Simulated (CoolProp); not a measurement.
Vapour-liquid equilibrium of toluene (1) + m-xylene (2) at 0.711 bar; x and y are mole fractions of (1).

The numbers come from the multi-fluid Helmholtz-energy mixture model, Lemmon 2006 and Zhou 2012; pair parameters Bell 2016 in CoolProp.

| x | bubble temperature, mixture model (K) | bubble temperature, Raoult's law (K) | y, mixture model | y, Raoult's law |
|---|---|---|---|---|
| 0.05 | 397.4 | 397.5 | [?] | 0.104 |
| 0.125 | 394.3 | 394.7 | [?] | 0.240 |
| 0.2 | 391.4 | 392.0 | 0.366 | 0.358 |
| 0.275 | [?] | 389.5 | 0.470 | 0.461 |
| 0.35 | 386.2 | 387.2 | 0.558 | 0.550 |
| 0.425 | 383.9 | 385.0 | 0.634 | 0.628 |
| 0.5 | [?] | 383.0 | 0.699 | 0.697 |
| 0.575 | [?] | 381.0 | 0.756 | 0.758 |
| 0.65 | 378.3 | 379.2 | 0.807 | 0.812 |
| 0.725 | 376.7 | 377.4 | 0.853 | 0.861 |
| 0.8 | 375.2 | 375.8 | 0.895 | 0.904 |
| 0.875 | 373.9 | 374.2 | [?] | 0.943 |
| 0.95 | 372.6 | 372.7 | 0.974 | 0.978 |

Q: Complete the blanks.

A: 
- 0.05, y, mixture model: 0.105
- 0.125, y, mixture model: 0.246
- 0.275, bubble temperature, mixture model (K): 388.7
- 0.5, bubble temperature, mixture model (K): 381.9
- 0.575, bubble temperature, mixture model (K): 380.0
- 0.875, y, mixture model: 0.935

The largest gap from Raoult's law is -1.1 K in bubble temperature, at x = 0.5. No azeotrope shows between x = 0.05 and 0.95.

The pair parameters rest on a limited set of measurements; away from them the model extrapolates.
